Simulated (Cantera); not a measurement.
A closed system holds: 1 mol SiCl4, 1.3 mol Cl2, 0.35 mol H2, held at 1123.15 K and 1.00 bar.

These are equilibrium values from Cantera (NASA tables, ideal gas, pure condensed phases), not measurements of a reactor. Candidate condensed phases: Si; 19 gas species. Equilibrium is a limit: real reactors are often held back by kinetics, nucleation or transport.

Base state: SiCl4 0.377, Cl2 0.358, HCl 0.264, Cl 0.00120 (mole fractions); condensed: gas only.

### Question
What changes in the equilibrium state with this change: temperature from 1123.15 K to 975 K?

### Answer
```
species   before     after
-------  -------  --------
SiCl4      0.377     0.377
Cl2        0.358     0.358
HCl        0.264     0.264
Cl       0.00120  0.000159
```

### Question
What changes in the equilibrium state with this change: H2 from 0.35 to 14 mol?

### Answer
```json
[
 {"species": "H2", "before": "<1e-9", "after": "0.774"},
 {"species": "HCl", "before": "0.264", "after": "0.165"},
 {"species": "SiCl4", "before": "0.377", "after": "0.0563"},
 {"species": "Cl2", "before": "0.358", "after": "<1e-9"},
 {"species": "SiHCl3", "before": "<1e-9", "after": "0.00455"},
 {"species": "Cl", "before": "0.00120", "after": "7.10e-9"},
 {"species": "SiH2Cl2", "before": "<1e-9", "after": "4.50e-5"}
]
```
The tables' values for SiCl3 are old estimates; treat these amounts as uncertain.
